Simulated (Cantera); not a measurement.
Cantera run:

```python
import numpy as np
import cantera as ct

gas_names = """
    H HO2 H2 H2O H2O2 H2S H2SO4 O OH O2 O3 S SH SO SO2 SO3 S2 S2O S8
""".split()
cond_names = """
    H2O(s) H2O(L) H2SO4(L) S(cr1) S(cr2) S(L)
""".split()


# ... load() reads the species with a 1 bar reference pressure and builds the phases ...
atoms = {
    'SO2': {'S': 1, 'O': 2},
    'O2': {'O': 2},
    'H2O': {'H': 2, 'O': 1},
}
top_T = {}  # K; cautious upper limits of use, not melting points


# ... equilibrate(T, P, feed) seeds the gas with the atoms and calls Mixture.equilibrate('TP', solver="vcs", rtol=1e-11, max_steps=5000) ...
results = []
feed = {'SO2': 1, 'O2': 0.64, 'H2O': 1}  # mol
T = 1473  # K
P = 10000  # Pa
mix = equilibrate(T, P, feed)
results.append((T, P, feed, dict(zip(mix.species_names, mix.species_moles))))
print(gas.report(threshold=0.001))
for i in range(1, mix.n_phases):
    print(f"{mix.phase(i).name:16s} {mix.phase_moles(i):12.5e} mol")
```

Output:

```
       temperature   1473 K
          pressure   10000 Pa
           density   0.031756 kg/m^3
  mean mol. weight   38.892 kg/kmol
   phase of matter   gas

                          1 kg             1 kmol
                     ---------------   ---------------
          enthalpy       -3.9598e+06         -1.54e+08  J
   internal energy       -4.2747e+06       -1.6625e+08  J
           entropy            7955.1        3.0939e+05  J/K
    Gibbs function       -1.5678e+07       -6.0973e+08  J
 heat capacity c_p            1240.9             48260  J/K
 heat capacity c_v            1027.1             39945  J/K

                      mass frac. Y      mole frac. X     chem. pot. / RT
                     ---------------   ---------------   ---------------
               H2O           0.17561           0.37913            -49.23
                O2           0.19861            0.2414           -31.448
               SO2           0.62049           0.37672           -61.919
               SO3         0.0051819         0.0025174           -77.644
     [  +15 minor]        9.9382e-05        0.00022915

S(L)              0.00000e+00 mol
```

Cantera equilibrium calculation (NASA polynomials, part measured and part estimated; ideal gas, pure solids and liquids).
